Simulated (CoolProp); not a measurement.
A simple Rankine cycle with isobutane: condensing at 296.15 K, boiler at 1.6 MPa, turbine inlet 511.9 K, turbine efficiency 0.65, pump efficiency 0.6, no recuperator. Each further row changes one setting.

Values from CoolProp's reference Helmholtz-energy equation of state, Bücker 2006.

| case | thermal efficiency (%) | net work (kJ/kg) | heat in (kJ/kg) | turbine exit temperature (K) | volume ratio over the turbine |
|---|---|---|---|---|---|
| as stated | 8.2 | 64.7 | 786 | 479.3 | 4.79 |
| turbine inlet 531.9 K | 8.1 | 68.0 | 840 | 499.5 | 4.77 |
| condensing temperature 288.15 K | 9.3 | 74.9 | 805 | 474.8 | 6.08 |
| boiler pressure 1.12 MPa | 6.5 | 51.8 | 793 | 487.3 | 3.33 |
| turbine efficiency 0.55 | 6.9 | 54.2 | 786 | 483.5 | 4.83 |
